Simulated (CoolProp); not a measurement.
Computed with CoolProp (reference Helmholtz-energy equation of state, de Reuck 1990).

For fluorine, give the phase and the cp (kJ/(kg K)), Joule-Thomson coefficient (K/MPa) at -51.05 °C and 830 kPa; -109.55 °C and 538 kPa; -1.55 °C and 6280 kPa.


- -51.05 °C and 830 kPa: gas; cp 0.808, Joule-Thomson coefficient 3.36
- -109.55 °C and 538 kPa: gas; cp 0.805, Joule-Thomson coefficient 6.21
- -1.55 °C and 6280 kPa: supercritical; cp 0.896, Joule-Thomson coefficient 1.98
